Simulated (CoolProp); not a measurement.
Properties of dodecamethylpentasiloxane (MD3M) at several states.

Values from CoolProp's reference Helmholtz-energy equation of state, Thol 2019.

| T (°C) | p (kPa) | phase | density (kg/m³) | cp (kJ/(kg K)) | expansivity (1/kK) | fugacity coefficient |
|---|---|---|---|---|---|---|
| 266.25 | 423 | liquid | (withheld) | 2.247 | 2.502 | (withheld) |
| 152.25 | 226 | liquid | 744.1 | 1.988 | (withheld) | 0.04886 |
| -20.75 | 363 | liquid | 914.5 | 1.576 | (withheld) | 1.025e-7 |
| 334.15 | 40.3 | gas | 3.128 | 2.084 | 1.774 | 0.9823 |

Q: Fill in the missing entries.

A: 
- 266.25, density (kg/m³): 606.4
- 266.25, fugacity coefficient: 0.4484
- 152.25, expansivity (1/kK): 1.416
- -20.75, expansivity (1/kK): 1.066
